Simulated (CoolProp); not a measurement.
1,2-dichloroethane at several states: fugacity coefficient from the reference equation and from simpler models built on Tc = 561.6 K, pc = 52.26 bar, ω = 0.269; each cubic takes its own stable root.

Values from CoolProp's reference Helmholtz-energy equation of state, Thol 2015.

| T (K) | p (bar) | phase | reference |
|---|---|---|---|
| 459.7 | 2.19 | gas | 0.9722 |
| 316 | 129 | liquid | 0.002657 |
| 378.1 | 116 | liquid | 0.02149 |

### Question
How far does each simpler model (van der Waals, Redlich-Kwong, Soave-Redlich-Kwong, Peng-Robinson) lie from the reference over these 3 states: mean and median of the absolute difference, and the worst?

### Answer
- van der Waals: mean 647.5 %, median 400.2 %, worst +1541.3 % at 316 K and 129 bar
- Redlich-Kwong: mean 72.7 %, median 77.3 %, worst +140.4 % at 316 K and 129 bar
- Soave-Redlich-Kwong: mean 2.1 %, median 1.9 %, worst +4.2 % at 378.1 K and 116 bar
- Peng-Robinson: mean 0.3 %, median 0.1 %, worst +0.6 % at 316 K and 129 bar
